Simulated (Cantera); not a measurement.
A diamond (100) surface in a fixed gas of H2 with x(CH4) = 0.025, x(H) = 0.018, at 1375 K, 0.130 bar; coverages are run to steady state.

Model: the Harris–Goodwin 1993 mechanism for the reconstructed diamond (100) surface, integrated in Cantera.

θ: site fractions in the mechanism's names (c6HH fully hydrogenated, c6H* and c6*H radical sites, c6** diradical, c6HM methylated).

| x(CH3) | growth (µm/h) | θ c6HH | θ c6H* | θ c6*H | θ c6** | θ c6HM |
|---|---|---|---|---|---|---|
| 1e-06 | 0.0590 | 0.340 | 0.0576 | 0.542 | 0.0603 | 1.39e-6 |
| 2.9e-06 | 0.171 | 0.340 | 0.0576 | 0.542 | 0.0603 | 4.04e-6 |
| 8.2e-06 | 0.484 | 0.340 | 0.0576 | 0.542 | 0.0603 | 1.14e-5 |
| 2.4e-05 | 1.42 | 0.340 | 0.0576 | 0.542 | 0.0602 | 3.34e-5 |
| 6.7e-05 | (withheld) | 0.340 | 0.0576 | 0.542 | 0.0602 | (withheld) |
| 0.00019 | (withheld) | 0.340 | 0.0576 | 0.542 | 0.0601 | (withheld) |
| 0.00055 | 32.2 | 0.339 | 0.0575 | 0.541 | 0.0597 | 0.000762 |
| 0.0016 | 92.5 | 0.338 | 0.0573 | 0.539 | 0.0587 | 0.00220 |
| 0.0045 | 251 | 0.336 | 0.0568 | 0.534 | 0.0561 | 0.00603 |

Problem. Complete the blanks.

Solution. 
- 6.7e-05, growth (µm/h): 3.95
- 6.7e-05, θ c6HM: 9.33e-5
- 0.00019, growth (µm/h): 11.2
- 0.00019, θ c6HM: 0.000264
